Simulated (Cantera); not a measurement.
Predominance diagram of Sr at 1200 K against the partial pressures of O₂ and H₂O (log10, bar). Source: NASA polynomial tables (part measured, part estimated), evaluated in Cantera. Candidates: Sr(l), SrO(s), Sr(OH)₂(l). Only these pure phases compete in this equilibrium. Not in the tables: the peroxide.

```
log p(H₂O) \ log p(O₂)
        columns: -32, -30.3, -28.6, -26.9, -25.3, -23.6, -21.9, -20.2, -18.5, -16.8, -15.2, -13.5, -11.8, -10.1, -8.4, -6.7, -5.1, -3.4, -1.7, 0
      1  A A A A A A A A A A B B B B B B B B B B
   -0.1  A A A A A A A A A C C C C C C C C C C C
   -1.2  A A A A A A A A C C C C C C C C C C C C
   -2.2  A A A A A A C C C C C C C C C C C C C C
   -3.3  A A A A A C C C C C C C C C C C C C C C
   -4.4  A A A A C C C C C C C C C C C C C C C C
   -5.5  A A C C C C C C C C C C C C C C C C C C
   -6.5  A C C C C C C C C C C C C C C C C C C C
   -7.6  C C C C C C C C C C C C C C C C C C C C
   -8.7  C C C C C C C C C C C C C C C C C C C C
   -9.8  C C C C C C C C C C C C C C C C C C C C
  -10.8  C C C C C C C C C C C C C C C C C C C C
  -11.9  C C C C C C C C C C C C C C C C C C C C
    -13  C C C C C C C C C C C C C C C C C C C C
```

A: out of reach (another gas would pass 10 bar, or a non-metal would condense); B: Sr(OH)₂(l); C: SrO(s).
